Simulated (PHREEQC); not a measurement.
Consider water at 15 °C with 0.1 mol CuCl2 and 0.0022 mol H2SO4 per kg of water. It is in equilibrium with CO2 at log p = -3.4 (atm). Otherwise closed; pH follows from the charge balance.

The numbers come from PHREEQC with the ion-association model, phreeqc.dat.

```csv
quantity,before,after
pH,2.47,2.47
ionic strength (mol/kgw),0.284,0.269
SO4-2 (mol/kgw),0.000935,0.000919
HSO4- (mol/kgw),8.85e-5,0.000118
HCO3- (mol/kgw),2.79e-9,2.28e-9
```

**Question.** What was changed between the two runs?
A. temperature from 15 to 90 °C
B. H2SO4 from 0.0022 to 0.00044 mol/kgw
C. temperature from 15 to 30 °C
D. CuCl2 left out

**Answer.** C, temperature from 15 to 30 °C

Precipitation was switched off in this run.
